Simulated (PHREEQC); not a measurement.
NaOH is added in steps, without added water, to 1 kg of water holding 0.032 mol H3PO4, 3.9e-05 mol Na2SO4 and 0.21 mol NaCl, at 6.2 °C. Oxygen is held at 0.21 atm. The system is closed to CO2. Only these solids could form: Halite, Mirabilite.

Base run: PHREEQC, ion-association model, wateq4f.dat. Each further column changes one thing. The table gives HPO4-2 (mol/kgw).

```json
[
 {"NaOH added (mol)": "0", "base": "1.76e-7", "Na2SO4 left out": "1.76e-7", "diluted 100-fold with water": "6.81e-8", "NaCl left out": "8.63e-8", "no solid may form": "1.76e-7"},
 {"NaOH added (mol)": "0.011", "base": "3.91e-7", "Na2SO4 left out": "3.91e-7", "diluted 100-fold with water": "9.63e-5", "NaCl left out": "2.21e-7", "no solid may form": "3.91e-7"},
 {"NaOH added (mol)": "0.01925", "base": "8.68e-7", "Na2SO4 left out": "8.67e-7", "diluted 100-fold with water": "5.71e-5", "NaCl left out": "5.40e-7", "no solid may form": "8.68e-7"},
 {"NaOH added (mol)": "0.03025", "base": "9.38e-6", "Na2SO4 left out": "9.38e-6", "diluted 100-fold with water": "(withheld)", "NaCl left out": "(withheld)", "no solid may form": "9.38e-6"},
 {"NaOH added (mol)": "0.04125", "base": "0.00813", "Na2SO4 left out": "0.00813", "diluted 100-fold with water": "2.48e-5", "NaCl left out": "0.00891", "no solid may form": "0.00813"},
 {"NaOH added (mol)": "0.0495", "base": "0.0154", "Na2SO4 left out": "0.0154", "diluted 100-fold with water": "(withheld)", "NaCl left out": "0.0168", "no solid may form": "0.0154"},
 {"NaOH added (mol)": "0.0605", "base": "0.0249", "Na2SO4 left out": "0.0249", "diluted 100-fold with water": "1.57e-5", "NaCl left out": "0.0272", "no solid may form": "0.0249"},
 {"NaOH added (mol)": "0.06875", "base": "0.0241", "Na2SO4 left out": "0.0241", "diluted 100-fold with water": "(withheld)", "NaCl left out": "0.0263", "no solid may form": "0.0241"},
 {"NaOH added (mol)": "0.07975", "base": "0.0156", "Na2SO4 left out": "0.0156", "diluted 100-fold with water": "1.12e-5", "NaCl left out": "(withheld)", "no solid may form": "0.0156"},
 {"NaOH added (mol)": "0.09075", "base": "0.00859", "Na2SO4 left out": "0.00859", "diluted 100-fold with water": "9.54e-6", "NaCl left out": "(withheld)", "no solid may form": "0.00859"},
 {"NaOH added (mol)": "0.099", "base": "0.00515", "Na2SO4 left out": "0.00515", "diluted 100-fold with water": "8.55e-6", "NaCl left out": "0.00610", "no solid may form": "0.00515"},
 {"NaOH added (mol)": "0.11", "base": "0.00288", "Na2SO4 left out": "0.00288", "diluted 100-fold with water": "7.48e-6", "NaCl left out": "(withheld)", "no solid may form": "0.00288"}
]
```

Question: Fill in the missing entries.

Answer: 
- 0.03025, diluted 100-fold with water: 3.53e-5
- 0.03025, NaCl left out: 6.48e-6
- 0.0495, diluted 100-fold with water: 2.00e-5
- 0.06875, diluted 100-fold with water: 1.35e-5
- 0.07975, NaCl left out: 0.0173
- 0.09075, NaCl left out: 0.00981
- 0.11, NaCl left out: 0.00351

H3PO4, which wateq4f.dat lacks, is added to it with the constant of phreeqc.dat. Constants without temperature data keep their 25 °C values here. Solids allowed in the column 'Na2SO4 left out': Halite. Solids allowed in the column 'NaCl left out': Mirabilite.
